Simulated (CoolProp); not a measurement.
A simple Rankine cycle with R1224YDZ: condensing at 302.15 K, boiler at 1.16 MPa, turbine inlet 378.1 K, turbine efficiency 0.7, pump efficiency 0.7, no recuperator. Each further row changes one setting.

The numbers come from the reference Helmholtz-energy equation of state, Akasaka 2023 in CoolProp.

| case | thermal efficiency (%) | net work (kJ/kg) | heat in (kJ/kg) | turbine exit temperature (K) | volume ratio over the turbine |
|---|---|---|---|---|---|
| as stated | 10.4 | 22.0 | 211 | 333.6 | 7.51 |
| turbine inlet 398.1 K | 10.4 | 24.2 | 233 | 356.1 | 7.22 |
| condensing temperature 294.15 K | 11.5 | 25.4 | 220 | 328.6 | 9.93 |
| boiler pressure 0.812 MPa | 8.8 | 19.3 | 218 | 345.0 | 4.93 |
| turbine efficiency 0.6 | 8.9 | 18.7 | 211 | 337.5 | 7.62 |
